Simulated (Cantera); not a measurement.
A perfectly stirred reactor is fed with 41.8 % H₂, 14.6 % O₂, 43.5 % N₂, equivalence ratio 1.4, at 51000 Pa; it is adiabatic with a 325 K inlet, and is followed from long to short residence time, starting on the burning branch (τ in s: 0.11, 0.051, 0.024, 0.011, 0.005, 0.0023, 0.0011, 0.00049, 0.00022, 0.0001, 4.8e-05, 2.2e-05, 1e-05).

Model: GRI-Mech 3.0 (53 species, 325 reactions), integrated in Cantera.

One state of this run: T (K) = 2345; x H₂ = 0.141; x O₂ = 0.000841; x HO₂ = 3.71e-7; x NO = 0.000273; x H₂O₂ = 5.02e-8. x: mole fraction; the columns are a selection and need not sum to one.

### Question
Which value of τ (s) does it belong to?
(A) 0.0023
(B) 0.051
(C) 0.00010
(D) 0.011

### Answer
D, 0.011
